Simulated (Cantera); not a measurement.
Mixture: CH₄ : CO : O₂ : N₂ = 1 : 0.26 : 3.44 : 19 (molar parts), at 4.93 atm, adiabatic and at constant pressure. Ignition delay is the time to a rise of 400 K.

Cantera simulation using GRI-Mech 3.0 (53 species, 325 reactions); the numbers are that mechanism's predictions, not measurements.

Predict: delay at 1050 K; delay at 1150 K; delay at 1250 K; delay at 1350 K; apparent activation energy between 1300 and 1400 K.


```json
{
  "delay at 1050 K": "0.124 s",
  "delay at 1150 K": "25.8 ms",
  "delay at 1250 K": "6.59 ms",
  "delay at 1350 K": "1.95 ms",
  "apparent activation energy between 1300 and 1400 K": "180 kJ/mol"
}
```
